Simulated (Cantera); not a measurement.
Input: 1 mol FeS2, 3 mol SO2, 1.1 mol H2O, at 1073.15 K and 13.3 mbar.

Equilibrium computed with Cantera from the NASA thermochemical tables; the gas is ideal and each condensed phase is pure. Candidate condensed phases: Fe, FeO, Fe(OH)2, Fe(OH)3, FeS, FeSO4, FeS2, Fe2O3, Fe2(SO4)3, Fe3O4, H2O, H2SO4, S; 22 gas species. FeS: taken at fixed stoichiometry. Gases not in the tables: S3 to S7. Rates play no part.

Base state: SO2 0.656, H2O 0.231, S2 0.102, H2S 0.00591, S2O 0.00280, H2 0.00247, SO 0.000240, SH 2.39e-5 (mole fractions); condensed: FeS(s).

Task: What changes in the equilibrium state with this change: FeS2 replaced by MgO?

Result: 
```
species       before    after
-----------  -------  -------
SO2            0.656    0.732
H2O            0.231    0.268
SO3          3.33e-8  1.08e-5
S2             0.102    <1e-9
H2S          0.00591    <1e-9
S2O          0.00280    <1e-9
FeS(s), mol     1.00        0
MgO(s), mol        0     1.00
```
Further candidate phases: Mg, MgO, Mg(OH)2, MgS, MgSO4.
